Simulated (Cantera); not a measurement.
Feed: 1 mol Al(CH₃)₃, 1 mol O₂, 8.5 mol N₂, held at 56.0 Pa.

Cantera equilibrium calculation (NASA polynomials, part measured and part estimated; ideal gas, pure solids and liquids). Candidate condensed phases: Al, AlN, Al₂O₃, C, C₆H₆, C₇H₈, C₈H₁₈, H₂O; 148 gas species. The feed counts by its element totals alone. Mutual solubility and eutectic melting of coexisting phases are not modelled. The numbers say what is thermodynamically allowed, not how fast it happens.

Problem. What share of the Al ends up in condensed phases as a function of T (K), at 1150, 1250, 1350, 1450, 1550, 1650, 1750, 1850?

Solution. 
| T (K) | Al condensed (%) | as |
|---|---|---|
| 1150 | 100.0 | Al₂O₃(s) |
| 1250 | 100.0 | AlN(s) + Al₂O₃(s) |
| 1350 | 100.0 | AlN(s) |
| 1450 | 100.0 | AlN(s) |
| 1550 | 100.0 | AlN(s) |
| 1650 | 99.0 | AlN(s) |
| 1750 | 86.4 | AlN(s) |
| 1850 | 0.0 | - |
